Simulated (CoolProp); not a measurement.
Vapour-liquid equilibrium of R1234yf (1) + isobutane (2) at 1.17 MPa; x and y are mole fractions of (1).

Model: multi-fluid Helmholtz-energy mixture model, Lemmon 2022 and Bücker 2006; pair parameters Bell 2016, in CoolProp.

```json
[
 {"x": "0.05", "bubble temperature, mixture model (°C)": "68.0", "bubble temperature, Raoult's law (°C)": "71.4", "y, mixture model": "0.127", "y, Raoult's law": "0.090"},
 {"x": "0.2", "bubble temperature, mixture model (°C)": "57.5", "bubble temperature, Raoult's law (°C)": "65.9", "y, mixture model": "0.368", "y, Raoult's law": "0.320"},
 {"x": "0.35", "bubble temperature, mixture model (°C)": "52.0", "bubble temperature, Raoult's law (°C)": "61.2", "y, mixture model": "0.507", "y, Raoult's law": "0.504"},
 {"x": "0.5", "bubble temperature, mixture model (°C)": "48.7", "bubble temperature, Raoult's law (°C)": "56.9", "y, mixture model": "0.611", "y, Raoult's law": "0.654"},
 {"x": "0.65", "bubble temperature, mixture model (°C)": "46.6", "bubble temperature, Raoult's law (°C)": "53.1", "y, mixture model": "0.708", "y, Raoult's law": "0.779"},
 {"x": "0.8", "bubble temperature, mixture model (°C)": "45.4", "bubble temperature, Raoult's law (°C)": "49.7", "y, mixture model": "0.815", "y, Raoult's law": "0.884"},
 {"x": "0.95", "bubble temperature, mixture model (°C)": "45.3", "bubble temperature, Raoult's law (°C)": "46.6", "y, mixture model": "0.947", "y, Raoult's law": "0.973"}
]
```

The largest gap from Raoult's law is -9.2 K in bubble temperature, at x = 0.35. y crosses x between x = 0.8 and 0.95: the model has an azeotrope there.

The pair parameters rest on a limited set of measurements; away from them the model extrapolates.
